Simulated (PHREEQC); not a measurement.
Dissolve 0.0013 mol/kgw Zn(NO3)2 at 25 °C. Closed to the air; pH follows from the charge balance.

Equilibrium calculation in PHREEQC: ion-association model, wateq4f.dat.

Each row changes one thing in this solution. No solid was allowed to form.

| case | pH | ZnOH+ (mol/kgw) | SI of Zincite(c) (ZnO) |
|---|---|---|---|
| as made | 5.97 | 1.10e-6 | -2.20 |
| 7.5e-05 mol/kgw KHF2 added | 4.22 | 1.96e-8 | -5.69 |
| diluted 5-fold with water | 6.28 | 4.97e-7 | -2.21 |
| Zn(NO3)2 replaced by ZnBr2 at the same molality | 5.97 | 1.10e-6 | -2.20 |
| Zn(NO3)2 from 0.0013 to 0.013 mol/kgw | 5.56 | 3.17e-6 | -2.20 |
| 2.9e-05 mol/kgw Pb(NO3)2 added | 5.91 | 9.42e-7 | -2.33 |
| diluted 10-fold with water | 6.42 | 3.46e-7 | -2.24 |
| temperature from 25 to 20 °C | 6.05 | 9.02e-7 | -2.31 |
| temperature from 25 to 70 °C | 5.34 | 4.87e-6 | -1.37 |

Complexes and solids missing from the database can't appear. Away from 25 °C the constants follow the database's enthalpies or fits; those with neither stay at their 25 °C values.
